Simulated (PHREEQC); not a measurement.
1 kg of water holding 0.079 mol/kgw CaCl2, 0.047 mol/kgw SrCl2 and 0.14 mol/kgw KCl is evaporated at 25 °C; the solids stay in contact with the brine. CO2 from the air is kept out. Only these solids could form: Portlandite, Sylvite.

All values are PHREEQC results (Pitzer model, pitzer.dat), not measurements.

| water left (kg) | ionic strength | water activity | Sylvite (mol) | Sr in solution (mol/kgw) | Ca in solution (mol/kgw) | Cl in solution (mol/kgw) |
|---|---|---|---|---|---|---|
| 1 | 0.518 | 0.990 | 0 | 0.0470 | 0.0790 | 0.392 |
| 0.6755 | 0.767 | 0.985 | 0 | 0.0696 | 0.117 | 0.580 |
| 0.4563 | 1.14 | 0.977 | 0 | 0.103 | 0.173 | 0.859 |
| 0.3082 | 1.68 | [?] | 0 | 0.152 | 0.256 | 1.27 |
| 0.2082 | [?] | 0.947 | 0 | 0.226 | 0.379 | 1.88 |
| 0.1156 | 4.48 | 0.895 | 0 | 0.407 | 0.683 | 3.39 |
| 0.07809 | 6.63 | 0.829 | 0 | 0.602 | 1.01 | 5.02 |
| 0.05275 | 9.18 | [?] | 0.0339 | 0.891 | 1.50 | [?] |
| 0.03564 | 11.8 | 0.648 | 0.0978 | 1.32 | 2.22 | [?] |
| 0.02407 | 16.2 | 0.468 | 0.127 | 1.95 | 3.28 | 11.0 |

### Question
What belongs in the gaps?

### Answer

- 0.3082, water activity: 0.965
- 0.2082, ionic strength: 2.49
- 0.05275, water activity: 0.745
- 0.05275, Cl in solution (mol/kgw): 6.79
- 0.03564, Cl in solution (mol/kgw): 8.26
